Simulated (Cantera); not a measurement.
An adiabatic, constant-volume homogeneous reactor starts with 6.03 % CH₄, 19.8 % O₂, 74.2 % N₂, at 1650 K and 960000 Pa.

Cantera simulation using GRI-Mech 3.0 (53 species, 325 reactions); the numbers are that mechanism's predictions, not measurements.

### Question
Predict: time of steepest temperature rise; temperature at 0.600 s; equilibrium temperature; x(O₂) at 0.600 s; x(NO) at 0.600 s.

### Answer
```json
{
 "time_of_steepest_temperature_rise": "42.9 µs",
 "temperature at 0.600 s": "2885 K",
 "equilibrium_temperature": "2885 K",
 "x(O₂) at 0.600 s": "0.0657 (gas-phase equilibrium 0.0657)",
 "x(NO) at 0.600 s": "0.0221 (gas-phase equilibrium 0.0221)"
}
```
